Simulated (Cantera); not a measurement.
An isothermal, constant-pressure homogeneous reactor starts with 91.7 % NO, 8.26 % N2, at 2175 K and 63.0 Torr.

Computed with Cantera and GRI-Mech 3.0 (53 species, 325 reactions).

x: mole fraction; the columns are a selection and need not sum to one.

| t (s) | x NO | x N2 | x O | x NO2 | x O2 |
|---|---|---|---|---|---|
| 8.00e-5 | 0.917 | 0.0826 | ? | 3.15e-7 | 2.17e-7 |
| 0.000504 | 0.917 | 0.0826 | ? | 7.78e-6 | 9.35e-6 |
| 0.00318 | 0.915 | 0.0834 | ? | 6.16e-5 | 0.000533 |
| 0.0201 | 0.895 | 0.0931 | ? | 0.000101 | 0.00994 |
| 0.126 | 0.755 | 0.163 | ? | 0.000177 | 0.0790 |
| 0.798 | 0.178 | 0.451 | ? | 8.95e-5 | 0.366 |
| 5.03 | 0.0152 | 0.532 | 0.00535 | 8.46e-6 | 0.447 |
| 31.7 | 0.0144 | 0.533 | 0.00535 | 8.00e-6 | 0.448 |
| 200 | 0.0144 | 0.533 | 0.00535 | 8.00e-6 | 0.448 |

**Question.** Complete the blanks.

**Answer.** 
- 8.00e-5, x O: 2.13e-5
- 0.000504, x O: 0.000143
- 0.00318, x O: 0.000926
- 0.0201, x O: 0.00155
- 0.126, x O: 0.00259
- 0.798, x O: 0.00488
